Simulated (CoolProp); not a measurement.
Model: reference Helmholtz-energy equation of state, Akasaka 2019, in CoolProp.

### Question
For R1234ze(Z), give the phase and the density (kg/m³), speed of sound (m/s), expansivity (1/kK) at 118.25 °C and 3.47 MPa; 44.25 °C and 14.5 MPa.

### Answer
- 118.25 °C and 3.47 MPa: liquid; density 926, speed of sound 302, expansivity 5.41
- 44.25 °C and 14.5 MPa: liquid; density 1220, speed of sound 671, expansivity 1.88
